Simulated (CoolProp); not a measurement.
Properties of propylene along the isobar 17.4 bar (Tc = 91.1 °C, pc = 45.55 bar, ω = 0.146).

Values from CoolProp's reference Helmholtz-energy equation of state, Lemmon 2013.

| T (°C) | phase | Joule-Thomson coefficient (K/MPa) | fugacity coefficient |
|---|---|---|---|
| 82.95 | gas | 12.03 | 0.8620 |
| 99.85 | gas | 10.21 | 0.8808 |
| 116.65 | gas | 8.816 | 0.8964 |
| 133.45 | gas | 7.706 | 0.9095 |
| 150.35 | gas | 6.800 | 0.9206 |
| 167.15 | gas | 6.056 | 0.9301 |
| 184.05 | gas | 5.428 | 0.9384 |
| 200.85 | gas | 4.899 | 0.9455 |
| 217.65 | gas | 4.444 | 0.9518 |
| 234.55 | gas | 4.048 | 0.9572 |
| 251.35 | gas | 3.705 | 0.9621 |
| 268.15 | gas | 3.402 | 0.9663 |
| 285.05 | gas | 3.132 | 0.9701 |
| 301.85 | gas | 2.894 | 0.9735 |
